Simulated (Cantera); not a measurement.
An isothermal, constant-pressure homogeneous reactor starts with 70.4 % NO, 29.6 % N2, at 1550 K and 22000 Pa.

Model: GRI-Mech 3.0 (53 species, 325 reactions), integrated in Cantera.

Question: Predict: x(NO) at 20.0 s; x(O) at 20.0 s; x(NO2) at 20.0 s; x(O2) at 20.0 s; x(N2O) at 20.0 s; x(N2) at 20.0 s.

Answer: 
```
Property                                            Result
----------------  ----------------------------------------
x(NO) at 20.0 s      0.635 (gas-phase equilibrium 0.00183)
x(O) at 20.0 s     3.39e-6 (gas-phase equilibrium 9.95e-6)
x(NO2) at 20.0 s  0.000563 (gas-phase equilibrium 5.10e-6)
x(O2) at 20.0 s       0.0339 (gas-phase equilibrium 0.351)
x(N2O) at 20.0 s  0.000133 (gas-phase equilibrium 4.69e-8)
x(N2) at 20.0 s        0.330 (gas-phase equilibrium 0.647)
```
